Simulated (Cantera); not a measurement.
Feed: 1 mol SiCl4, 0.17 mol O2, 98 mol N2, 0.64 mol H2O, at 13.3 mbar.

Method: chemical equilibrium by Gibbs-energy minimisation in Cantera with the NASA 1993 tables (ideal gas, pure condensed phases). Candidate condensed phases: H2O, NH4Cl, Si, SiO2, Si2N2O, Si3N4; 47 gas species. The tables' values for SiCl3 are old estimates; treat these amounts as uncertain. The tables hold silica as quartz up to 1696 K and as liquid above; real silica turns to tridymite and cristobalite and melts near 1996 K. Equilibrium is a limit: real reactors are often held back by kinetics, nucleation or transport. All values below are at 1750 K.

Base state: N2 0.964, Cl 0.0163, HCl 0.0126, SiO 0.00320, SiCl4 0.00127, SiCl2 0.00121, SiCl3 0.000933, Cl2 5.78e-5 (mole fractions); condensed: SiO2(condensed).

Task: What changes in the equilibrium state with this change: pressure from 13.3 mbar to 22.0 Pa?

Result: 
| species | before | after |
|---|---|---|
| N2 | 0.964 | 0.952 |
| Cl | 0.0163 | 0.0262 |
| HCl | 0.0126 | 0.0123 |
| SiO | 0.00320 | 0.00952 |
| SiCl4 | 0.00127 | 1.39e-7 |
| SiCl3 | 0.000933 | 3.86e-6 |
| H | 2.41e-6 | 8.90e-5 |
| SiO2(condensed), mol | 0.328 | 0 |
